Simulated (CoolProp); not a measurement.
A simple Rankine cycle with trans-2-butene: condensing at 328.15 K, boiler at 2.2 MPa, turbine inlet 408.3 K, turbine efficiency 0.65, pump efficiency 0.8, no recuperator. Each further row changes one setting.

Model: reference Helmholtz-energy equation of state, Lemmon 2005, in CoolProp. It is a short technical equation, of lower accuracy than the large ones.

```csv
case,thermal efficiency (%),net work (kJ/kg),heat in (kJ/kg),turbine exit temperature (K),volume ratio over the turbine
as stated,8.4,37.9,452,363.3,4.54
turbine inlet 428.3 K,8.4,42.2,502,386.7,4.35
condensing temperature 320.15 K,9.4,44.1,472,358.2,5.61
boiler pressure 1.54 MPa,6.6,31.5,476,378.8,2.93
turbine efficiency 0.55,7.0,31.5,452,366.6,4.60
```
